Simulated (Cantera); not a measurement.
A Cantera script and what it prints.

```python
import numpy as np
import cantera as ct

gas_names = """
    C CH CH2 CH3 CH2OH CH3O CH4 CH3OH CO CO2 COOH C2 C2H CHCO,ketyl C2H2,acetylene C2H2,vinylidene
    CH2CO,ketene C2H3,vinyl CH3CO,acetyl C2H4 C2H4O,ethylen CH3CHO,ethanal CH3COOH (HCOOH)2 C2H5 C2H6
    CH3OCH3 C2H5OH C2O C3 C3H3,propargyl C3H4,allene C3H4,propyne C3H4,cyclo- C3H5,allyl C3H6,propylene
    C3H6,cyclo- C3H6O C3H7,n-propyl C3H7,i-propyl C3H8 C3H8O,1propanol C3H8O,2propanol C3O2 C4 C4H2
    C4H4,1,3-cyclo- C4H6,butadiene C4H6,2-butyne C4H6,cyclo- C4H8,1-butene C4H8,cis2-buten
    C4H8,tr2-butene C4H8,isobutene C4H8,cyclo- (CH3COOH)2 C4H9,n-butyl C4H9,i-butyl C4H9,s-butyl
    C4H9,t-butyl C4H10,isobutane C4H10,n-butane C5 C5H6,1,3cyclo- C5H8,cyclo- C5H10,1-pentene
    C5H10,cyclo- C5H11,pentyl C5H11,t-pentyl C5H12,n-pentane C5H12,i-pentane CH3C(CH3)2CH3 C6H2
    C6H5,phenyl C6H5O,phenoxy C6H6 C6H5OH,phenol C6H10,cyclo- C6H12,1-hexene C6H12,cyclo- C6H13,n-hexyl
    C7H7,benzyl C7H8 C7H8O,cresol C7H14,1-heptene C7H15,n-heptyl C7H16,n-heptane C8H8,styrene
    C8H10,ethylbenz C8H16,1-octene C8H17,n-octyl C8H18,isooctane C8H18,n-octane C9H19,n-nonyl
    C10H8,naphthale C10H21,n-decyl C12H9,o-bipheny C12H10,bipheny H HCO HO2 H2 HCHO,formaldehy HCOOH H2O
    H2O2 O OH O2 O3
""".split()
cond_names = """
    C(gr) C6H6(L) C7H8(L) C8H18(L),n-octa H2O(s) H2O(L)
""".split()


def load(file, names, dense=False):
    # The tables refer to 1 bar. Condensed volumes are neglected.
    table = {s.name: s for s in ct.Species.list_from_file(file)}
    out = []
    for n in names:
        d = dict(table[n].input_data)
        d["thermo"] = dict(d["thermo"], **{"reference-pressure": 1e5})
        if dense:
            d["equation-of-state"] = {"model": "constant-volume", "density": "1e6 g/cm^3"}
        out.append(ct.Species.from_dict(d))
    return out


gas = ct.Solution(thermo="ideal-gas", species=load("nasa_gas.yaml", gas_names))
cond = {s.name: ct.Solution(thermo="fixed-stoichiometry", species=[s], name=s.name)
        for s in load("nasa_condensed.yaml", cond_names, dense=True)}
atoms = {
    'acetone': {'C': 3, 'H': 6, 'O': 1},
    'O2': {'O': 2},
    'H2': {'H': 2},
}
top_T = {'C(gr)': 4500}  # K; cautious upper limits of use, not melting points


def equilibrate(T, P, feed):
    n = {}
    for name, mol in feed.items():
        for a, k in atoms[name].items():
            n[a] = n.get(a, 0.0) + k * mol
    gas.TPX = T, P, n
    mass = sum(n.values()) * gas.mean_molecular_weight
    gas.equilibrate("TP")
    valid = [c for c in cond.values() if c.min_temp <= T <= top_T.get(c.name, c.max_temp)]
    mix = ct.Mixture([(gas, mass / gas.mean_molecular_weight)] + [(c, 0.0) for c in valid])
    mix.T, mix.P = T, P
    mix.equilibrate("TP", solver="vcs", rtol=1e-11, max_steps=5000)
    return mix


results = []
feed = {'acetone': 1, 'O2': 0.15, 'H2': 5.4}  # mol
P = 1333.22  # Pa
for T in [2173, 2273, 2373, 2473, 2573, 2673, 2773, 2873, 2973]:
    mix = equilibrate(T, P, feed)
    results.append((T, P, feed, dict(zip(mix.species_names, mix.species_moles))))

top = {s: max(r[3][s] / sum(r[3][g] for g in gas_names) for r in results) for s in gas_names}
cols = sorted((s for s in top if top[s] > 0.001), key=lambda s: -top[s])[:7]
seen = [c for c in cond_names if any(r[3].get(c, 0) > 1e-12 for r in results)]
print("log10 of partial pressures in bar; condensed amounts in mol")
print(f"{'T/K':>10s}" + "".join(f"{s[:9]:>10s}" for s in cols + seen))
for T, P, feed, n in results:
    ng = sum(n[g] for g in gas_names)
    print(f"{T:10.4g}" + "".join(f"{np.log10(max(n[s] / ng * P / 1e5, 1e-99)):10.3f}" for s in cols)
          + "".join(f"{n.get(c, 0):10.4g}" for c in seen))
```

Output:

```
log10 of partial pressures in bar; condensed amounts in mol
       T/K        H2         H        CO        C3 C2H2,acet       C2H         C     C(gr)
      2173    -1.957    -3.295    -2.756    -8.857    -4.613    -7.445    -9.027     1.664
      2273    -1.971    -3.061    -2.762    -7.996    -4.394    -6.860    -8.270     1.639
      2373    -1.993    -2.851    -2.772    -7.209    -4.204    -6.330    -7.578     1.602
      2473    -2.025    -2.664    -2.785    -6.488    -4.041    -5.849    -6.942     1.551
      2573    -2.072    -2.500    -2.803    -5.825    -3.908    -5.415    -6.355     1.483
      2673    -2.137    -2.359    -2.826    -5.213    -3.807    -5.024    -5.813     1.388
      2773    -2.225    -2.241    -2.855    -4.646    -3.741    -4.676    -5.311      1.24
      2873    -2.339    -2.148    -2.888    -4.121    -3.712    -4.369    -4.843    0.9455
      2973    -2.486    -2.081    -2.926    -3.632    -3.726    -4.103    -4.408    0.2037
```

Method: chemical equilibrium by Gibbs-energy minimisation in Cantera with the NASA 1993 tables (ideal gas, pure condensed phases). The feed counts by its element totals alone.
